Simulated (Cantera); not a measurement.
A diamond (100) surface in a fixed gas of H2 with x(CH4) = 0.0057, x(H) = 0.0031, x(CH3) = 0.00041, at 1225 K; coverages are run to steady state.

Detailed kinetics in Cantera: the Harris–Goodwin 1993 mechanism for the reconstructed diamond (100) surface.

One state of this run: growth (µm/h) = 0.889; θ c6HH = 0.430; θ c6H* = 0.0406; θ c6*H = 0.495; θ c6** = 0.0300; θ c6HM = 0.00143. θ: site fractions in the mechanism's names (c6HH fully hydrogenated, c6H* and c6*H radical sites, c6** diradical, c6HM methylated).

Task: Which value of P (Pa) does it belong to?
A) 2900
B) 1700
C) 1100
D) 4700

Result: B, 1700
